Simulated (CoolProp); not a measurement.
Vapour-liquid equilibrium of propylene (1) + R152A (2) at 58.95 °C; x and y are mole fractions of (1).

Computed with CoolProp (multi-fluid Helmholtz-energy mixture model, Lemmon 2013 and Outcalt 1996; pair parameters Bell 2016).

Question: Give the bubble pressure and the first vapour's composition at x = 0.05, 0.35, 0.65. Is there an azeotrope?

Answer: x = 0.05: 1.587 MPa, y = 0.101; x = 0.35: 2.151 MPa, y = 0.470; x = 0.65: 2.457 MPa, y = 0.695. y crosses x between x = 0.8 and 0.95: the model has an azeotrope there.

Pair parameters are fitted to limited data, so mixtures are less certain than the pure fluids.
